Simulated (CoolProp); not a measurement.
Properties of nitrogen at several states.

Computed with CoolProp (reference Helmholtz-energy equation of state, Span 2000).

```csv
T (°C),p (MPa),phase,Z,speed of sound (m/s)
516.85,0.224,gas,1.001,565.4
704.15,0.193,gas,1.001,624.6
69.95,0.153,gas,1.000,377.7
160.15,0.13,gas,1.000,424.0
-32.15,9.19,supercritical,0.9460,335.6
280.55,0.952,gas,1.004,479.8
```
